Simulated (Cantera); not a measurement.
What does this Cantera script print?

```python
import numpy as np
import cantera as ct

gas_names = """
    Br Br2 Mg MgBr MgBr2 MgN MgO Mg2 N NO NO2 NO3 N2 N2O O O2 O3
""".split()
cond_names = """
    Br2(cr) Br2(L) Mg(cr) Mg(L) MgBr2(s) MgBr2(L) MgO(s) MgO(L)
""".split()


def load(file, names, dense=False):
    # The tables refer to 1 bar. Condensed volumes are neglected.
    table = {s.name: s for s in ct.Species.list_from_file(file)}
    out = []
    for n in names:
        d = dict(table[n].input_data)
        d["thermo"] = dict(d["thermo"], **{"reference-pressure": 1e5})
        if dense:
            d["equation-of-state"] = {"model": "constant-volume", "density": "1e6 g/cm^3"}
        out.append(ct.Species.from_dict(d))
    return out


gas = ct.Solution(thermo="ideal-gas", species=load("nasa_gas.yaml", gas_names))
cond = {s.name: ct.Solution(thermo="fixed-stoichiometry", species=[s], name=s.name)
        for s in load("nasa_condensed.yaml", cond_names, dense=True)}
atoms = {
    'MgO': {'Mg': 1, 'O': 1},
    'Br2': {'Br': 2},
    'N2': {'N': 2},
}
top_T = {}  # K; cautious upper limits of use, not melting points


def equilibrate(T, P, feed):
    n = {}
    for name, mol in feed.items():
        for a, k in atoms[name].items():
            n[a] = n.get(a, 0.0) + k * mol
    gas.TPX = T, P, n
    mass = sum(n.values()) * gas.mean_molecular_weight
    gas.equilibrate("TP")
    valid = [c for c in cond.values() if c.min_temp <= T <= top_T.get(c.name, c.max_temp)]
    mix = ct.Mixture([(gas, mass / gas.mean_molecular_weight)] + [(c, 0.0) for c in valid])
    mix.T, mix.P = T, P
    mix.equilibrate("TP", solver="vcs", rtol=1e-11, max_steps=5000)
    return mix


results = []
feed = {'MgO': 1, 'Br2': 0.06, 'N2': 0.21}  # mol
T = 1098.15  # K
P = 10000  # Pa
mix = equilibrate(T, P, feed)
results.append((T, P, feed, dict(zip(mix.species_names, mix.species_moles))))
print(gas.report(threshold=1e-06))
for i in range(1, mix.n_phases):
    print(f"{mix.phase(i).name:16s} {mix.phase_moles(i):12.5e} mol")
```

Result:

```
       temperature   1098.2 K
          pressure   10000 Pa
           density   0.062015 kg/m^3
  mean mol. weight   56.623 kg/kmol
   phase of matter   gas

                          1 kg             1 kmol
                     ---------------   ---------------
          enthalpy        6.1156e+05        3.4628e+07  J
   internal energy        4.5031e+05        2.5498e+07  J
           entropy            4731.1        2.6789e+05  J/K
    Gibbs function       -4.5839e+06       -2.5955e+08  J
 heat capacity c_p            597.79             33848  J/K
 heat capacity c_v            450.95             25534  J/K

                      mass frac. Y      mole frac. X     chem. pot. / RT
                     ---------------   ---------------   ---------------
                Br          0.033483          0.023727           -16.285
               Br2           0.58597           0.20762           -32.569
             MgBr2        0.00030073        9.2489e-05           -85.163
                NO        6.4482e-07        1.2168e-06             -33.4
                N2           0.38022           0.76851           -27.675
                O2        2.5789e-05        4.5636e-05           -39.125
     [  +11 minor]         1.703e-10        2.4398e-10

Br2(L)            0.00000e+00 mol
Mg(L)             0.00000e+00 mol
MgBr2(L)          0.00000e+00 mol
MgO(s)            9.99975e-01 mol
```

These are equilibrium values from Cantera (NASA tables, ideal gas, pure condensed phases), not measurements of a reactor.
